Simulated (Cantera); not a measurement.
A closed system holds: 1 mol Pb, 1.9 mol O2, 0.83 mol N2, at 375 °C and 75.0 Torr.

Equilibrium computed with Cantera from the NASA thermochemical tables; the gas is ideal and each condensed phase is pure. Candidate condensed phases: Pb, PbO, PbO2, Pb3O4; 12 gas species. Kinetics and transport are ignored.

Q: What is the equilibrium state?

A: 
- x(O2): 0.628
- x(N2): 0.372
- n(PbO(red)): 1.00 mol
- gas amount: 2.230 mol
- log10 activity of Pb3O4(s) (absent): -0.33
- log10 activity of PbO2(s) (absent): -1.21
- log10 activity of Pb(l) (absent): -11.86
